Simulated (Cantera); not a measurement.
**Fluorocarbon and chlorocarbon gases: CHF₃ + F₂ + H₂**

A closed system holds: 1 mol CHF₃, 0.015 mol F₂, 9.9 mol H₂, equilibrated at 100 Torr.

These are equilibrium values from Cantera (NASA tables, ideal gas, pure condensed phases), not measurements of a reactor. Candidate condensed phases: C, C₆H₆, C₇H₈, C₈H₁₈; 95 gas species. Rates play no part.

From 850 K to 2850 K the condensed part is C(graphite). From 3050 K to 3450 K nothing is condensed. The main C-bearing gas is CH₄ at 850 K and C₃ at 3450 K.

| T (K) | x H₂ | x H | x HF | x CH₄ | x C₂H₂ (acetylene) | x C₃ | x F | n C(graphite) |
|---|---|---|---|---|---|---|---|---|
| 850 | 0.695 | 4.68e-11 | 0.265 | 0.0401 | 6.63e-12 | <1e-12 | <1e-12 | 0.540 |
| 1050 | 0.740 | 1.91e-8 | 0.255 | 0.00418 | 3.06e-9 | <1e-12 | <1e-12 | 0.950 |
| 1250 | 0.745 | 1.14e-6 | 0.255 | 0.000813 | 1.88e-7 | <1e-12 | 1.23e-12 | 0.990 |
| 1450 | 0.745 | 2.24e-5 | 0.254 | 0.000245 | 3.63e-6 | <1e-12 | 1.44e-10 | 0.997 |
| 1650 | 0.745 | 0.000215 | 0.254 | 9.84e-5 | 3.40e-5 | <1e-12 | 5.38e-9 | 0.998 |
| 1850 | 0.744 | 0.00127 | 0.254 | 4.84e-5 | 0.000195 | 3.80e-12 | 9.25e-8 | 0.995 |
| 2050 | 0.740 | 0.00535 | 0.254 | 2.72e-5 | 0.000786 | 6.91e-10 | 9.18e-7 | 0.981 |
| 2250 | 0.728 | 0.0174 | 0.252 | 1.67e-5 | 0.00244 | 4.87e-8 | 6.09e-6 | 0.941 |
| 2450 | 0.699 | 0.0460 | 0.248 | 1.06e-5 | 0.00610 | 1.68e-6 | 2.99e-5 | 0.849 |
| 2650 | 0.643 | 0.103 | 0.241 | 6.59e-6 | 0.0126 | 3.36e-5 | 0.000117 | 0.670 |
| 2850 | 0.550 | 0.198 | 0.228 | 3.72e-6 | 0.0216 | 0.000433 | 0.000382 | 0.358 |
| 3050 | 0.427 | 0.329 | 0.210 | 1.62e-6 | 0.0248 | 0.00287 | 0.00109 | 0 |
| 3250 | 0.300 | 0.482 | 0.186 | 4.50e-7 | 0.0136 | 0.00618 | 0.00281 | 0 |
| 3450 | 0.184 | 0.619 | 0.162 | 8.93e-8 | 0.00503 | 0.00788 | 0.00686 | 0 |
x: gas mole fraction; n: condensed amount in mol.
